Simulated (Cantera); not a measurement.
Standard-state values (1 bar) from the NASA 1993 polynomials, evaluated with Cantera. Values are per mole of reaction as written; species without (g) are pure solids or liquids, kept so even where they would boil at 1 bar.

Task: Between 650 and 1450 K, where is each reaction favourable under standard conditions?
- 2 Fe(OH)3 + Fe ⇌ 3 Fe(OH)2

Result: 
- 2 Fe(OH)3 + Fe ⇌ 3 Fe(OH)2: ΔG° is -81 kJ at 650 K and -128 kJ at 1450 K; it stays negative (K > 1). ΔH° is -47 kJ and ΔS° 56 J/K at 1450 K.
